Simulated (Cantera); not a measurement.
Feed: 1 mol CH₂F₂, 0.038 mol HCl, held at 1748.15 K.

Method: chemical equilibrium by Gibbs-energy minimisation in Cantera with the NASA 1993 tables (ideal gas, pure condensed phases). Candidate condensed phases: C, C₆H₆, C₇H₈, C₈H₁₈; 118 gas species. Rates play no part.

log p: log10 of the partial pressure in bar; n: condensed amount in mol.

```json
[
 {"P (Pa)": "1", "log p HF": "-5.01", "log p HCl": "-7.04", "log p Cl": "-7.02", "log p H": "-7.41", "log p H₂": "-7.54", "log p F": "-8.77", "log p H₂F₂": "-15.04", "n C(graphite)": "1.000"},
 {"P (Pa)": "5.20", "log p HF": "-4.29", "log p HCl": "-6.19", "log p Cl": "-6.49", "log p H": "-7.09", "log p H₂": "-6.91", "log p F": "-8.37", "log p H₂F₂": "-13.61", "n C(graphite)": "1.000"},
 {"P (Pa)": "27", "log p HF": "___", "log p HCl": "___", "log p Cl": "___", "log p H": "___", "log p H₂": "___", "log p F": "___", "log p H₂F₂": "___", "n C(graphite)": "1.000"},
 {"P (Pa)": "140", "log p HF": "-2.86", "log p HCl": "-4.64", "log p Cl": "-5.49", "log p H": "-6.55", "log p H₂": "-5.82", "log p F": "-7.49", "log p H₂F₂": "-10.74", "n C(graphite)": "1.000"},
 {"P (Pa)": "720", "log p HF": "-2.15", "log p HCl": "-3.91", "log p Cl": "-5.00", "log p H": "-6.30", "log p H₂": "-5.32", "log p F": "-7.03", "log p H₂F₂": "-9.32", "n C(graphite)": "1.000"},
 {"P (Pa)": "3700", "log p HF": "___", "log p HCl": "___", "log p Cl": "___", "log p H": "___", "log p H₂": "___", "log p F": "___", "log p H₂F₂": "___", "n C(graphite)": "1.000"},
 {"P (Pa)": "19000", "log p HF": "-0.73", "log p HCl": "-2.46", "log p Cl": "-4.04", "log p H": "-5.81", "log p H₂": "-4.34", "log p F": "-6.09", "log p H₂F₂": "-6.48", "n C(graphite)": "1.000"},
 {"P (Pa)": "100000", "log p HF": "-0.01", "log p HCl": "-1.74", "log p Cl": "-3.56", "log p H": "-5.57", "log p H₂": "-3.85", "log p F": "-5.62", "log p H₂F₂": "-5.03", "n C(graphite)": "1.000"}
]
```

Task: What belongs in the gaps?

Result: 
- 3700, log p HF: -1.44
- 3700, log p HCl: -3.18
- 3700, log p Cl: -4.52
- 3700, log p H: -6.05
- 3700, log p H₂: -4.83
- 3700, log p F: -6.56
- 3700, log p H₂F₂: -7.90
- 27, log p HF: -3.58
- 27, log p HCl: -5.40
- 27, log p Cl: -5.98
- 27, log p H: -6.81
- 27, log p H₂: -6.35
- 27, log p F: -7.94
- 27, log p H₂F₂: -12.17
